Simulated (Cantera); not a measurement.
What does this Cantera script print?

```python
import numpy as np
import cantera as ct

gas_names = [...]  # 113 gases of nasa_gas.yaml made of C, H, O, Ta
cond_names = """
    C(gr) C6H6(L) C7H8(L) C8H18(L),n-octa H2O(s) H2O(L) Ta(cr) Ta(L) TaC(s) TaC(L) Ta2O5(s) Ta2O5(L)
""".split()


# ... load() reads the species with a 1 bar reference pressure and builds the phases ...
atoms = {
    'Ta(OEt)5': {'Ta': 1, 'C': 10, 'H': 25, 'O': 5},
    'CO2': {'C': 1, 'O': 2},
    'H2': {'H': 2},
}
top_T = {'C(gr)': 4500}  # K; cautious upper limits of use, not melting points


# ... equilibrate(T, P, feed) seeds the gas with the atoms and calls Mixture.equilibrate('TP', solver="vcs", rtol=1e-11, max_steps=5000) ...
results = []
feed = {'Ta(OEt)5': 1, 'CO2': 3.8, 'H2': 22}  # mol
P = 1.8  # Pa
for T in [1573, 1673, 1773, 1873, 1973, 2073, 2173, 2273]:
    mix = equilibrate(T, P, feed)
    results.append((T, P, feed, dict(zip(mix.species_names, mix.species_moles))))

top = {s: max(r[3][s] / sum(r[3][g] for g in gas_names) for r in results) for s in gas_names}
cols = sorted((s for s in top if top[s] > 1e-06), key=lambda s: -top[s])[:6]
seen = [c for c in cond_names if any(r[3].get(c, 0) > 1e-12 for r in results)]
print("log10 of partial pressures in bar; condensed amounts in mol")
print(f"{'T/K':>10s}" + "".join(f"{s[:9]:>10s}" for s in cols + seen))
for T, P, feed, n in results:
    ng = sum(n[g] for g in gas_names)
    print(f"{T:10.4g}" + "".join(f"{np.log10(max(n[s] / ng * P / 1e5, 1e-99)):10.3f}" for s in cols)
          + "".join(f"{n.get(c, 0):10.4g}" for c in seen))
```

Result:

```
log10 of partial pressures in bar; condensed amounts in mol
       T/K        H2         H        CO C2H2,acet        C3         C     C(gr)    TaC(s)
      1573    -4.884    -6.833    -5.319    -9.569   -16.399   -15.603    0.1986         1
      1673    -4.892    -6.389    -5.322    -9.136   -14.758   -14.178    0.1961         1
      1773    -4.909    -6.001    -5.330    -8.763   -13.305   -12.914    0.1907         1
      1873    -4.947    -5.664    -5.344    -8.453   -12.011   -11.786    0.1803         1
      1973    -5.019    -5.380    -5.371    -8.213   -10.850   -10.773    0.1633         1
      2073    -5.149    -5.154    -5.411    -8.060    -9.804    -9.858      0.14         1
      2173    -5.356    -4.995    -5.461    -8.013    -8.857    -9.027    0.1044         1
      2273    -5.648    -4.900    -5.505    -8.131    -8.085    -8.300         0         1
```

Equilibrium computed with Cantera from the NASA thermochemical tables; the gas is ideal and each condensed phase is pure. The feed counts by its element totals alone. TaC: taken at fixed stoichiometry. Condensed phases not in the tables: Ta2C.
